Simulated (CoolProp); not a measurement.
Vapour-liquid equilibrium of R134a (1) + dimethyl ether (2) at 235.3 K; x and y are mole fractions of (1).

Model: multi-fluid Helmholtz-energy mixture model, Tillner-Roth 1994 and Wu 2011; pair parameters Bell 2016, in CoolProp.

Problem. Give the bubble pressure and the first vapour's composition at x = 0.25, 0.65, 0.95. Is there an azeotrope?

Solution. x = 0.25: 51.77 kPa, y = 0.225; x = 0.65: 52.39 kPa, y = 0.687; x = 0.95: 56.46 kPa, y = 0.963. y crosses x between x = 0.35 and 0.45: the model has an azeotrope there.

The pair parameters rest on a limited set of measurements; away from them the model extrapolates.
